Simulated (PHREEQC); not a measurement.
## Acid rinse or clean: speciation

A solution holds 17 mmol/kgw H2SO4, 0.049 mmol/kgw ZnSO4 and 0.0099 mmol/kgw MgCl2, at 25 °C. Closed to the air; pH follows from the charge balance.

Computed with PHREEQC (ion-association model, wateq4f.dat).

Precipitation was switched off in this run.

### Question
What pH does the model give?

### Answer
pH 1.67.

### Question
In which forms is Mg present?

### Answer
Mg+2 67 %, MgSO4 33 % of the Mg.

Species that the database lacks are ignored.
